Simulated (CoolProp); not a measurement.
A closed Brayton cycle with carbon dioxide: compressor inlet 325.15 K and 8.2 MPa, high pressure 24.3 MPa, turbine inlet 715 K, compressor efficiency 0.8, turbine efficiency 0.85, recuperator effectiveness 0.9 (on enthalpy, no pinch check). Each further row changes one setting.

Computed with CoolProp (reference Helmholtz-energy equation of state, Span 1996).

```
case                           thermal efficiency (%)  net work (kJ/kg)  compressor to turbine work  compressor exit (K)  turbine exit (K)
-----------------------------  ----------------------  ----------------  --------------------------  -------------------  ----------------
as stated                                        24.5              51.7                        0.54                419.0             601.6
turbine inlet 665 K                              21.4              41.8                        0.59                419.0             555.6
compressor inlet 335.15 K                        22.1              44.3                        0.61                436.0             601.6
high pressure 20.7 MPa                           24.6              47.4                        0.51                404.6             618.0
recuperator effectiveness 0.5                    17.5              51.7                        0.54                419.0             601.6
```
